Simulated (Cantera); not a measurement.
Charge: 1 mol Si3N4, 0.74 mol H2O, 130 mol N2, 0.0037 mol O2, held at 26.0 Pa.

Method: chemical equilibrium by Gibbs-energy minimisation in Cantera with the NASA 1993 tables (ideal gas, pure condensed phases). Candidate condensed phases: H2O, Si, SiO2, Si2N2O, Si3N4; 35 gas species. The tables' values for SiN are old estimates; treat these amounts as uncertain. Equilibrium is a limit: real reactors are often held back by kinetics, nucleation or transport. All values below are at 1375 °C.

Base state: N2 0.988, SiO 0.00559, H2 0.00533, Si 0.000991, H 0.000403, Si2N 2.02e-5, SiN 1.15e-5 (mole fractions); condensed: Si(s).

Question: What changes in the equilibrium state with this change: pressure from 26.0 Pa to 0.270 bar?

Answer: 
```csv
species,before,after
N2,0.988,0.994
H2,0.00533,0.00564
H,0.000403,1.29e-5
SiO,0.00559,1.14e-5
Si,0.000991,1.75e-8
Si2N,2.02e-5,<1e-9
SiN,1.15e-5,6.56e-9
"Si(s), mol",2.11,0
"Si2N2O(s), mol",0,0.746
"Si3N4(s), mol",0,0.502
```
Mutual solubility and eutectic melting of coexisting phases are not modelled.
